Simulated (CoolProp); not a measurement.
Propyne at 289.58 K and 0.217 MPa is compressed adiabatically to 1.01 MPa with isentropic efficiency 0.7. Each further row changes one setting.

The numbers come from the reference Helmholtz-energy equation of state, Polt 1992 in CoolProp. This equation is an older, rougher fit.

```
case             work (kJ/kg)  final temperature (K)  final density (kg/m³)
---------------  ------------  ---------------------  ---------------------
as stated                   ?                  381.4                   13.8
efficiency 1                ?                      ?                      ?
efficiency 0.65             ?                  386.9                   13.6
```

Problem. Fill in the missing entries.

Solution. 
- as stated, work (kJ/kg): 138
- efficiency 1, work (kJ/kg): 96.5
- efficiency 1, final temperature (K): 359.6
- efficiency 1, final density (kg/m³): 15.0
- efficiency 0.65, work (kJ/kg): 148
